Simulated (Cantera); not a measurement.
Charge: 1 mol Pb, 27 mol H₂O, 1.8 mol N₂, equilibrated at 1123 K and 24.0 bar.

Method: chemical equilibrium by Gibbs-energy minimisation in Cantera with the NASA 1993 tables (ideal gas, pure condensed phases). Candidate condensed phases: H₂O, Pb, PbO, PbO₂, Pb₃O₄; 27 gas species. Mutual solubility and eutectic melting of coexisting phases are not modelled. Kinetics and transport are ignored.

Base state: H₂O 0.937, N₂ 0.0625, H₂ 0.000208 (mole fractions); condensed: Pb(l) + PbO(yellow).

**Question.** What changes in the equilibrium state with this change: temperature from 1123 K to 1673.15 K?

**Answer.** 
| species | before | after |
|---|---|---|
| H₂O | 0.937 | 0.929 |
| N₂ | 0.0625 | 0.0621 |
| Pb | 7.61e-6 | 0.00456 |
| PbO | 4.77e-7 | 0.00212 |
| OH | 2.91e-9 | 2.25e-5 |
| H₂ | 0.000208 | 0.00213 |
| Pb(l), mol | 0.994 | 0.806 |
| PbO(yellow), mol | 0.00597 | 0 |
Gases not in the tables: (PbO)n polymers.

**Question.** What changes in the equilibrium state with this change: temperature from 1123 K to 1550 K?

**Answer.** 
| species | before | after |
|---|---|---|
| H₂O | 0.937 | 0.934 |
| N₂ | 0.0625 | 0.0624 |
| Pb | 7.61e-6 | 0.00163 |
| H₂ | 0.000208 | 0.00118 |
| PbO | 4.77e-7 | 0.000680 |
| Pb(l), mol | 0.994 | 0.919 |
| PbO(yellow), mol | 0.00597 | 0 |
| PbO(l), mol | 0 | 0.0143 |
Each liquid is taken as pure. Gases not in the tables: (PbO)n polymers.
